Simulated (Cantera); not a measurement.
A perfectly stirred reactor is fed with H2 : O2 : N2 = 1.1 : 1 : 3.7 (molar parts), equivalence ratio 0.55, at 100.0 Torr; it is held at 1223 K, and followed from long to short residence time.

Cantera simulation using GRI-Mech 3.0 (53 species, 325 reactions); the numbers are that mechanism's predictions, not measurements. The temperature is held fixed by assumption; the heat of reaction is taken as removed at once.

One state of this run: x H2 = 0.000141; x O2 = 0.0857; x H2O = 0.209; x NO2 = 1.00e-9; x HO2 = 2.37e-6. x: mole fraction; the columns are a selection and need not sum to one.

Q: Which value of τ (s) does it belong to?
A) 0.013
B) 3.4
C) 0.033
D) 0.083

A: B, 3.4
